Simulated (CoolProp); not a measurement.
o-xylene along the isobar 6.57 MPa: Z from the reference equation and from simpler models built on Tc = 630.3 K, pc = 3.737 MPa, ω = 0.312; each cubic takes its own stable root.

Model: reference Helmholtz-energy equation of state, Zhou 2012, in CoolProp.

| T (K) | phase | reference | van der Waals | Redlich-Kwong | Soave-Redlich-Kwong |
|---|---|---|---|---|---|
| 356 | liquid | 0.2831 | 0.4788 | 0.3287 | 0.3192 |
| 369.9 | liquid | 0.2763 | 0.4660 | 0.3209 | 0.3111 |
| 383.8 | liquid | 0.2703 | 0.4544 | 0.3139 | 0.3038 |
| 397.7 | liquid | 0.2648 | [?] | [?] | 0.2974 |
| 411.6 | liquid | 0.2599 | 0.4343 | 0.3023 | 0.2917 |
| 425.5 | liquid | [?] | 0.4257 | [?] | 0.2867 |
| 439.4 | liquid | 0.2516 | 0.4179 | 0.2935 | 0.2824 |
| 453.3 | liquid | 0.2482 | 0.4109 | 0.2901 | [?] |
| 467.2 | liquid | 0.2453 | 0.4046 | [?] | 0.2758 |
| 481.1 | liquid | 0.2428 | [?] | 0.2851 | 0.2735 |
| 495 | liquid | 0.2408 | 0.3943 | 0.2836 | 0.2719 |
| 508.9 | liquid | 0.2394 | 0.3902 | 0.2827 | 0.2711 |
| 522.8 | liquid | 0.2384 | 0.3868 | 0.2826 | 0.2711 |

**Question.** What belongs in the gaps?

**Answer.** 
- 397.7, van der Waals: 0.4439
- 397.7, Redlich-Kwong: 0.3078
- 425.5, reference: 0.2555
- 425.5, Redlich-Kwong: 0.2976
- 453.3, Soave-Redlich-Kwong: 0.2787
- 467.2, Redlich-Kwong: 0.2873
- 481.1, van der Waals: 0.3991
